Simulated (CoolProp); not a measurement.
Vapour-liquid equilibrium of carbon dioxide (1) + R22 (2) at 278.9 K; x and y are mole fractions of (1).

Values from CoolProp's multi-fluid Helmholtz-energy mixture model, Span 1996 and Kamei 1995; pair parameters Bell 2016.

Task: Give the bubble pressure and the first vapour's composition at x = 0.25, 0.65, 0.75. Is there an azeotrope?

Result: x = 0.25: 1.255 MPa, y = 0.598; x = 0.65: 2.588 MPa, y = 0.884; x = 0.75: 2.967 MPa, y = 0.922. No azeotrope shows between x = 0.05 and 0.95.

Pair parameters are fitted to limited data, so mixtures are less certain than the pure fluids.
